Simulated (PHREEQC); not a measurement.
Acid mine or pickling water (model solution)

Model water analysis in mg/L, 20 °C, pH 3.8, pe 9:

```
constituent    mg/L
-----------  ------
Na             16.9
K             0.132
Ca             62.8
Mg             18.5
Cl             56.6
S(6) as SO4     191
B            0.0224
```

Valence states are taken as typed.

Equilibrium calculation in PHREEQC: ion-association model, phreeqc.dat.

No solid was allowed to form.

Q: What ionic strength, charge-balance error does the model give?

A: ionic strength 0.00868 mol/kgw; charge-balance error 0.1 %.

Q: In which forms is S present?

A: SO4-2 84 %, CaSO4 9.4 %, MgSO4 5.4 %, HSO4- 0.9 % of the S.
